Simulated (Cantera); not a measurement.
Charge: 1 mol CuO, 1.4 mol CO, at 2425 K and 1.20 bar.

Equilibrium computed with Cantera from the NASA thermochemical tables; the gas is ideal and each condensed phase is pure. Candidate condensed phases: C, Cu, CuO, Cu2O; 15 gas species. Kinetics and transport are ignored.

Base state: CO2 0.639, CO 0.265, Cu 0.0912, O2 0.00290, Cu2 0.00120, O 0.000487, CuO 0.000408 (mole fractions); condensed: Cu(l).

**Question.** What changes in the equilibrium state with this change: CO from 1.4 to 0.65 mol?

**Answer.** 
```tsv
species	before	after
CO2	0.639	0.721
O2	0.00290	0.137
Cu	0.0912	0.0912
CO	0.265	0.0434
CuO	0.000408	0.00281
O	0.000487	0.00335
Cu2	0.00120	0.00120
Cu(l), mol	0.854	0.622
Cu2O(l), mol	0	0.148
```
Each liquid is taken as pure. Mutual solubility and eutectic melting of coexisting phases are not modelled.

**Question.** What changes in the equilibrium state with this change: temperature from 2425 K to 1900 K?

**Answer.** 
```csv
species,before,after
CO2,0.639,0.713
CO,0.265,0.285
Cu,0.0912,0.00135
CuO,0.000408,2.18e-7
O2,0.00290,1.57e-6
O,0.000487,3.41e-7
Cu2,0.00120,3.88e-6
"Cu(l), mol",0.854,0.998
```

**Question.** What changes in the equilibrium state with this change: temperature from 2425 K to 1475 K?

**Answer.** 
| species | before | after |
|---|---|---|
| CO2 | 0.639 | 0.714 |
| CO | 0.265 | 0.286 |
| Cu | 0.0912 | 4.47e-6 |
| O2 | 0.00290 | <1e-9 |
| Cu2 | 0.00120 | 1.48e-9 |
| O | 0.000487 | <1e-9 |
| CuO | 0.000408 | <1e-9 |
| Cu(l), mol | 0.854 | 1.000 |
